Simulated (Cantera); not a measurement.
Mixture: 16.3 % CH₃OH, 17.4 % O₂, 65.7 % N₂, 0.587 % H₂O, at 12800 Torr, adiabatic and at constant volume. Ignition delay is the time to a rise of 400 K.

Model: GRI-Mech 3.0 (53 species, 325 reactions), integrated in Cantera. GRI-Mech 3.0 was tuned for natural gas; its chemistry of methanol as a main component is partial and can be far from experiment. The pressure lies above the range GRI-Mech 3.0 was tuned for (to about 10 atm).

### Question
Predict: delay at 1100 K; delay at 1200 K; delay at 1300 K; delay at 1400 K; delay at 1500 K; apparent activation energy between 1400 and 1500 K.

### Answer
```json
{
 "delay at 1100 K": "5.90 ms",
 "delay at 1200 K": "0.919 ms",
 "delay at 1300 K": "0.192 ms",
 "delay at 1400 K": "51.1 µs",
 "delay at 1500 K": "16.7 µs",
 "apparent activation energy between 1400 and 1500 K": "190 kJ/mol"
}
```
